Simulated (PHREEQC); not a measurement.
## Polishing slurry liquid: speciation

Solution (25 °C): 0.0049 mol/kgw K2CO3, 0.00092 mol/kgw K2SO4 and 0.00014 mol/kgw CO2. Closed to the air; pH follows from the charge balance.

Equilibrium calculation in PHREEQC: Pitzer model, pitzer.dat.

This is a speciation only: nothing precipitates in the calculation.

### Question
What pH, specific conductance, ionic strength does the model give?

### Answer
pH 10.79; specific conductance 1560 µS/cm; ionic strength 0.0166 mol/kgw.

### Question
In which forms is C present?

### Answer
CO3-2 80 %, HCO3- 20 % of the C.
